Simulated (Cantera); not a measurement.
Charge: 1 mol SiCl4, 4.2 mol HCl, 45 mol H2, 0.00054 mol O2, held at 1.70 bar.

Method: chemical equilibrium by Gibbs-energy minimisation in Cantera with the NASA 1993 tables (ideal gas, pure condensed phases). Candidate condensed phases: H2O, Si, SiO2; 30 gas species. The tables' values for SiCl3 are old estimates; treat these amounts as uncertain. The tables hold silica as quartz up to 1696 K and as liquid above; real silica turns to tridymite and cristobalite and melts near 1996 K. Equilibrium is a limit: real reactors are often held back by kinetics, nucleation or transport.

x: gas mole fraction; n: condensed amount in mol.

| T (K) | x H2 | x HCl | x SiCl4 | x SiCl2 | x SiHCl3 | x SiCl3 | x SiH2Cl2 | n SiO2(β-quartz) |
|---|---|---|---|---|---|---|---|---|
| 875 | 0.896 | 0.0842 | 0.0195 | 3.06e-9 | 0.000453 | 1.01e-6 | 9.65e-7 | 0.000539 |
| 950 | 0.895 | 0.0846 | 0.0190 | 7.65e-8 | 0.000921 | 6.59e-6 | 4.53e-6 | 0.000538 |
| 1025 | 0.895 | 0.0854 | 0.0182 | 1.15e-6 | 0.00164 | 3.17e-5 | 1.64e-5 | 0.000536 |
| 1100 | 0.894 | 0.0865 | 0.0171 | 1.14e-5 | 0.00261 | 0.000118 | 4.76e-5 | 0.000532 |
| 1175 | 0.892 | 0.0882 | 0.0156 | 7.91e-5 | 0.00373 | 0.000356 | 0.000114 | 0.000526 |
| 1250 | 0.890 | 0.0905 | 0.0136 | 0.000400 | 0.00476 | 0.000873 | 0.000227 | 0.000514 |
| 1325 | 0.886 | 0.0942 | [?] | [?] | 0.00529 | 0.00173 | [?] | [?] |
| 1400 | 0.881 | 0.0996 | 0.00784 | 0.00390 | 0.00490 | 0.00268 | 0.000462 | 9.95e-5 |
| 1475 | 0.874 | 0.106 | 0.00478 | 0.00749 | 0.00373 | 0.00324 | 0.000458 | 0 |
| 1550 | 0.869 | 0.111 | 0.00251 | 0.0112 | 0.00241 | 0.00317 | 0.000377 | 0 |
| 1625 | 0.865 | 0.115 | [?] | [?] | [?] | 0.00269 | [?] | 0 |
| 1700 | 0.863 | 0.117 | 0.000551 | 0.0159 | 0.000784 | 0.00211 | 0.000194 | 0 |

**Question.** Some entries are withheld; supply them.

**Answer.** 
- 1625, x SiCl4: 0.00120
- 1625, x SiCl2: 0.0140
- 1625, x SiHCl3: 0.00140
- 1625, x SiH2Cl2: 0.000277
- 1325, x SiCl4: 0.0110
- 1325, x SiCl2: 0.00148
- 1325, x SiH2Cl2: 0.000365
- 1325, n SiO2(β-quartz): 0.000455
